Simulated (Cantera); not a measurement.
Input: 1 mol CaO, 2 mol NF₃, 12 mol H₂, at 1875 K and 92000 Pa.

Equilibrium computed with Cantera from the NASA thermochemical tables; the gas is ideal and each condensed phase is pure. Candidate condensed phases: Ca, CaF₂, CaO, Ca(OH)₂, H₂O; 47 gas species. Kinetics and transport are ignored.

Base state: H₂ 0.599, HF 0.266, N₂ 0.0666, H₂O 0.0666, CaF₂ 0.000959, H 0.000529 (mole fractions); condensed: CaF₂(l).

Question: What changes in the equilibrium state with this change: NF₃ from 2 to 5.7 mol?

Answer: 
| species | before | after |
|---|---|---|
| HF | 0.266 | 0.673 |
| H₂ | 0.599 | 0.154 |
| N₂ | 0.0666 | 0.127 |
| H₂O | 0.0666 | 0.0446 |
| CaF₂ | 0.000959 | 0.000959 |
| H | 0.000529 | 0.000268 |
| CaF₂(l), mol | 0.986 | 0.978 |
